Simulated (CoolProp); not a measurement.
The fluid at 406.73 K and 11.4 MPa (stagnation) flows isentropically through a choked orifice. The same conditions are run with several fluids, on thermodynamics alone (safety and materials aside).

Model: reference Helmholtz-energy equation of state of each fluid (ethylene: Smukala 2000; R115: Lemmon 2016; sulfur hexafluoride: Guder 2009; c-C4F8 (RC318): Platzer 1990; propylene: Lemmon 2013), in CoolProp. The equations of Platzer and Polt are older, rougher fits.

```json
[
 {"fluid": "ethylene", "throat to inlet pressure ratio": "0.565", "mass flux (kg/(m² s))": "24100", "throat temperature (K)": "362.8"},
 {"fluid": "R115", "throat to inlet pressure ratio": "0.523", "mass flux (kg/(m² s))": "79300", "throat temperature (K)": "…"},
 {"fluid": "sulfur hexafluoride", "throat to inlet pressure ratio": "…", "mass flux (kg/(m² s))": "58900", "throat temperature (K)": "384.4"},
 {"fluid": "c-C4F8 (RC318)", "throat to inlet pressure ratio": "…", "mass flux (kg/(m² s))": "112000", "throat temperature (K)": "393.1"},
 {"fluid": "propylene", "throat to inlet pressure ratio": "0.539", "mass flux (kg/(m² s))": "46400", "throat temperature (K)": "381.6"}
]
```

Problem. Fill in the missing entries.

Solution. 
- R115, throat temperature (K): 388.2
- sulfur hexafluoride, throat to inlet pressure ratio: 0.609
- c-C4F8 (RC318), throat to inlet pressure ratio: 0.332
